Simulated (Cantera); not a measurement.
# Si3N4 + H2 (nitride etching)

Charge: 1 mol Si3N4, a varied amount of H2, held at 0.0400 bar.

These are equilibrium values from Cantera (NASA tables, ideal gas, pure condensed phases), not measurements of a reactor. Candidate condensed phases: Si, Si3N4; 18 gas species. Mutual solubility and eutectic melting of coexisting phases are not modelled. Equilibrium is a limit: real reactors are often held back by kinetics, nucleation or transport.

Stable condensed phases:

```
T in K \ n(H2) in mol
          40  54  73 100 140 180 250 340 460
   1775    A   A   A   A   A   A   A   A   A
   1725    A   A   A   A   A   A   A   A   A
   1675    B   B   B   A   A   A   A   A   A
   1625    B   B   B   B   B   A   A   A   A
   1575    B   B   B   B   B   B   B   B   A
   1525    B   B   B   B   B   B   B   B   B
   1475    B   B   B   B   B   B   B   B   B
   1425    B   B   B   B   B   B   B   B   B
   1375    B   B   B   B   B   B   B   B   B
   1325    B   B   B   B   B   B   B   B   B
   1275    B   B   B   B   B   B   B   B   B
   1225    C   C   C   C   B   B   B   B   B
   1175    C   C   C   C   C   C   C   C   C
```

A: Si; B: Si + Si3N4; C: Si3N4.
